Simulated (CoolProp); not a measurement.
The fluid at 318.48 K and 4.18 MPa is throttled through a valve to 2.81 MPa with no heat exchange. The same conditions are run with several fluids, on thermodynamics alone (safety and materials aside).

The numbers come from the reference Helmholtz-energy equation of state of each fluid (n-decane: Lemmon 2006; c-C4F8 (RC318): Platzer 1990; isobutene: Lemmon 2005; neopentane: Lemmon 2006; R245fa: Akasaka 2015) in CoolProp. The equations of Platzer and Polt are older, rougher fits.

Question: Rank n-decane, c-C4F8 (RC318), isobutene, neopentane, R245fa by temperature change (K), highest first.

Answer: n-decane (+0.6), neopentane (+0.4), isobutene (+0.3), R245fa (+0.2), c-C4F8 (RC318) (+0.1)

| fluid | final density (kg/m³) |
|---|---|
| n-decane | 713 |
| c-C4F8 (RC318) | 1430 |
| isobutene | 567 |
| neopentane | 566 |
| R245fa | 1290 |
